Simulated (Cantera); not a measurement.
Charge: 1 mol SiCl4, 3.5 mol O2, 120 mol N2, equilibrated at 1.33 mbar.

These are equilibrium values from Cantera (NASA tables, ideal gas, pure condensed phases), not measurements of a reactor. Candidate condensed phases: Si, SiO2, Si2N2O, Si3N4; 23 gas species. The tables hold silica as quartz up to 1696 K and as liquid above; real silica turns to tridymite and cristobalite and melts near 1996 K. Rates play no part.

Which condensed phases are stable at each of these points (T (°C)): 975, 1050, 1125, 1200, 1275, 1350, 1425, 1500, 1575, 1650, 1725, 1800?


```csv
T (°C),condensed phases,Si condensed (%)
975,SiO2(β-quartz),100.0
1050,SiO2(β-quartz),100.0
1125,SiO2(β-quartz),100.0
1200,SiO2(β-quartz),100.0
1275,SiO2(β-quartz),100.0
1350,SiO2(β-quartz),100.0
1425,SiO2(condensed),100.0
1500,SiO2(condensed),99.9
1575,SiO2(condensed),99.0
1650,SiO2(condensed),93.2
1725,SiO2(l),59.7
1800,gas only,0.0
```

From 975 °C to 1350 °C the condensed part is SiO2(β-quartz). From 1425 °C to 1650 °C the condensed part is SiO2(condensed). At 1725 °C the condensed part is SiO2(l). At 1800 °C nothing is condensed.
